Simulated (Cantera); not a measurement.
Feed: 1 mol AlN, 0.26 mol C, 5.6 mol N₂, held at 0.0133 bar.

Equilibrium computed with Cantera from the NASA thermochemical tables; the gas is ideal and each condensed phase is pure. Candidate condensed phases: Al, AlN, C; 16 gas species. Rates play no part.

**Question.** At 2623 K, list the 5 most abundant gas species with their mole fractions, and the condensed phases.

**Answer.** N₂ 0.857, Al 0.141, CN 0.00219, C₃ 0.000230, C₂N₂ 0.000134. Condensed: C(graphite).
